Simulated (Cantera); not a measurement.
A perfectly stirred reactor is fed with H₂ : O₂ : N₂ : H₂O = 1 : 0.357 : 1.34 : 0.24 (molar parts), at 10.0 bar; it is adiabatic with a 450 K inlet, and is followed from long to short residence time, starting on the burning branch (τ in s: 0.031, 0.014, 0.006, 0.0026, 0.0012, 0.00051, 0.00022, 9.9e-05, 4.4e-05, 1.9e-05, 8.5e-06).

Detailed kinetics in Cantera: the H2/O2 subset of GRI-Mech 3.0, which has no nitrogen chemistry. The hydrogen kinetics of GRI-Mech 3.0 are dated; newer H2 mechanisms differ, most at raised pressure.

### Question
What does this change do: inlet temperature 450 to 675 K?

### Answer
| quantity | before | after |
|---|---|---|
| blow-out, bracketed by the residence times tried | burning at 8.50 µs, the shortest tried | burning at 8.50 µs, the shortest tried |
| x(H₂) at τ = 31.0 ms | 0.111 | 0.110 |
| x(O₂) at τ = 31.0 ms | 2.79e-5 | 2.72e-5 |
| x(H₂O) at τ = 31.0 ms | 0.369 | 0.368 |
| x(H) at τ = 31.0 ms | 0.000871 | 0.00179 |
| x(HO₂) at τ = 31.0 ms | 2.05e-8 | 3.86e-8 |
| x(H₂) at τ = 0.510 ms | 0.110 | 0.110 |
| x(O₂) at τ = 0.510 ms | 0.000445 | 0.000386 |
| x(H₂O) at τ = 0.510 ms | 0.366 | 0.365 |
| x(H) at τ = 0.510 ms | 0.00366 | 0.00421 |
| x(HO₂) at τ = 0.510 ms | 1.16e-6 | 6.87e-7 |

### Question
What does this change do: inlet temperature 450 to 750 K?

### Answer
```csv
quantity,before,after
"blow-out, bracketed by the residence times tried","burning at 8.50 µs, the shortest tried","burning at 8.50 µs, the shortest tried"
x(H₂) at τ = 31.0 ms,0.111,0.110
x(O₂) at τ = 31.0 ms,2.79e-5,3.64e-5
x(H₂O) at τ = 31.0 ms,0.369,0.367
x(H) at τ = 31.0 ms,0.000871,0.00228
x(HO₂) at τ = 31.0 ms,2.05e-8,6.08e-8
x(H₂) at τ = 0.510 ms,0.110,0.110
x(O₂) at τ = 0.510 ms,0.000445,0.000374
x(H₂O) at τ = 0.510 ms,0.366,0.365
x(H) at τ = 0.510 ms,0.00366,0.00449
x(HO₂) at τ = 0.510 ms,1.16e-6,6.24e-7
```
